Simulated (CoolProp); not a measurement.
Neopentane at several states: Z from the reference equation and from simpler models built on Tc = 160.6 °C, pc = 3196 kPa, ω = 0.196; each cubic takes its own stable root.

Computed with CoolProp (reference Helmholtz-energy equation of state, Lemmon 2006). It is a short technical equation, of lower accuracy than the large ones.

```tsv
T (°C)	p (kPa)	phase	reference	van der Waals	Redlich-Kwong	Soave-Redlich-Kwong	Peng-Robinson
276.55	2490	gas	0.8762	0.8602	0.8650	0.8843	0.8641
-1.95	1960	liquid	0.1019	0.1597	0.1095	0.1071	0.09493
276.05	5450	supercritical	0.7308	0.6638	0.7072	0.7592	0.7245
228.45	60.8	gas	0.9960	0.9960	0.9958	0.9960	0.9954
185.75	61.4	gas	0.9946	0.9950	0.9944	0.9945	0.9938
54.75	45.4	gas	0.9882	0.9918	0.9893	0.9886	0.9879
```
